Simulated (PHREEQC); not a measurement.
**Brine (model solution)**

Make-up at 20 °C: 0.0012 mol/kgw Na2SO4, 0.017 mol/kgw KCl and 0.29 mol/kgw MgCl2. Closed to the air; pH follows from the charge balance.

Equilibrium calculation in PHREEQC: ion-association model, phreeqc.dat.

This is a speciation only: nothing precipitates in the calculation.

Question: What activity of water, density does the model give?

Answer: activity of water 0.985; density 1.022 g/cm³.

Question: In which forms is S present?

Answer: MgSO4 70 %, SO4-2 30 % of the S.

Ionic strength above about 0.7 mol/kgw puts this run outside the model's range. Complexes and solids missing from the database can't appear.
